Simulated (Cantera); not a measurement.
A Cantera script and what it prints.

```python
import numpy as np
import cantera as ct

gas_names = """
    CL CLO CL2 H HCL HOCL HO2 H2 H2O H2O2 O OH O2 O3 Si SiCL SiCL2 SiCL3 SiCL4 SiH SiHCL3 SiH2 SiH2CL2
    SiH3 SiH3CL SiH4 SiO SiO2 Si2 Si3
""".split()
cond_names = """
    H2O(s) H2O(L) Si(cr) Si(L) SiO2(Lqz) SiO2(hqz) SiO2(L)
""".split()


def load(file, names, dense=False):
    # The tables refer to 1 bar. Condensed volumes are neglected.
    table = {s.name: s for s in ct.Species.list_from_file(file)}
    out = []
    for n in names:
        d = dict(table[n].input_data)
        d["thermo"] = dict(d["thermo"], **{"reference-pressure": 1e5})
        if dense:
            d["equation-of-state"] = {"model": "constant-volume", "density": "1e6 g/cm^3"}
        out.append(ct.Species.from_dict(d))
    return out


gas = ct.Solution(thermo="ideal-gas", species=load("nasa_gas.yaml", gas_names))
cond = {s.name: ct.Solution(thermo="fixed-stoichiometry", species=[s], name=s.name)
        for s in load("nasa_condensed.yaml", cond_names, dense=True)}
atoms = {
    'SiCl4': {'Si': 1, 'CL': 4},
    'H2O': {'H': 2, 'O': 1},
    'H2': {'H': 2},
}
top_T = {}  # K; cautious upper limits of use, not melting points


def equilibrate(T, P, feed):
    n = {}
    for name, mol in feed.items():
        for a, k in atoms[name].items():
            n[a] = n.get(a, 0.0) + k * mol
    gas.TPX = T, P, n
    mass = sum(n.values()) * gas.mean_molecular_weight
    gas.equilibrate("TP")
    valid = [c for c in cond.values() if c.min_temp <= T <= top_T.get(c.name, c.max_temp)]
    mix = ct.Mixture([(gas, mass / gas.mean_molecular_weight)] + [(c, 0.0) for c in valid])
    mix.T, mix.P = T, P
    mix.equilibrate("TP", solver="vcs", rtol=1e-11, max_steps=5000)
    return mix


results = []
feed = {'SiCl4': 1, 'H2O': 6.5, 'H2': 0.47}  # mol
T = 1798.15  # K
P = 2600  # Pa
mix = equilibrate(T, P, feed)
results.append((T, P, feed, dict(zip(mix.species_names, mix.species_moles))))
print(gas.report(threshold=0.0001))
for i in range(1, mix.n_phases):
    print(f"{mix.phase(i).name:16s} {mix.phase_moles(i):12.5e} mol")
```

Result:

```
       temperature   1798.2 K
          pressure   2600 Pa
           density   0.0044085 kg/m^3
  mean mol. weight   25.35 kg/kmol
   phase of matter   gas

                          1 kg             1 kmol
                     ---------------   ---------------
          enthalpy       -4.1861e+06       -1.0612e+08  J
   internal energy       -4.7758e+06       -1.2107e+08  J
           entropy             11261        2.8548e+05  J/K
    Gibbs function       -2.4436e+07       -6.1945e+08  J
 heat capacity c_p            1674.3             42443  J/K
 heat capacity c_v            1346.3             34129  J/K

                      mass frac. Y      mole frac. X     chem. pot. / RT
                     ---------------   ---------------   ---------------
                CL         0.0044591         0.0031887           -23.747
                 H        2.0164e-05        0.00050711           -12.859
               HCL           0.63544           0.44183           -36.606
                H2         0.0042786          0.053802           -25.719
               H2O           0.35556           0.50033           -47.531
                OH        0.00020804        0.00031009           -34.671
     [  +24 minor]        3.6664e-05        2.3348e-05

Si(L)             0.00000e+00 mol
SiO2(L)           9.99920e-01 mol
```

Method: chemical equilibrium by Gibbs-energy minimisation in Cantera with the NASA 1993 tables (ideal gas, pure condensed phases). The tables hold silica as quartz up to 1696 K and as liquid above; real silica turns to tridymite and cristobalite and melts near 1996 K. Gases not in the tables: Si(OH)4.
